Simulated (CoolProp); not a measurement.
The numbers come from the reference Helmholtz-energy equation of state, Zhou 2011 in CoolProp.

**Question.** For dimethyl carbonate, give the phase and the speed of sound (m/s), isothermal compressibility (1/MPa) at 100.45 °C and 3.96 bar; 172.95 °C and 3.96 bar; 227.35 °C and 3.96 bar.

**Answer.** 
- 100.45 °C and 3.96 bar: liquid; speed of sound 903, isothermal compressibility 0.00173
- 172.95 °C and 3.96 bar: gas; speed of sound 198, isothermal compressibility 2.69
- 227.35 °C and 3.96 bar: gas; speed of sound 213, isothermal compressibility 2.64
